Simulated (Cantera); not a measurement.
An isothermal, constant-pressure homogeneous reactor starts with 11.9 % NO, 88.1 % N₂, at 1973 K and 0.290 bar.

Detailed kinetics in Cantera: GRI-Mech 3.0 (53 species, 325 reactions).

Q: Predict: x(NO) at 6.00 s; x(O₂) at 6.00 s; x(O) at 6.00 s; x(NO₂) at 6.00 s; x(N₂O) at 6.00 s.

A: 
```json
{
  "x(NO) at 6.00 s": "0.0496 (gas-phase equilibrium 0.00407)",
  "x(O₂) at 6.00 s": "0.0346 (gas-phase equilibrium 0.0574)",
  "x(O) at 6.00 s": "0.000191 (gas-phase equilibrium 0.000243)",
  "x(NO₂) at 6.00 s": "1.97e-5 (gas-phase equilibrium 2.06e-6)",
  "x(N₂O) at 6.00 s": "1.15e-6 (gas-phase equilibrium 1.35e-7)"
}
```
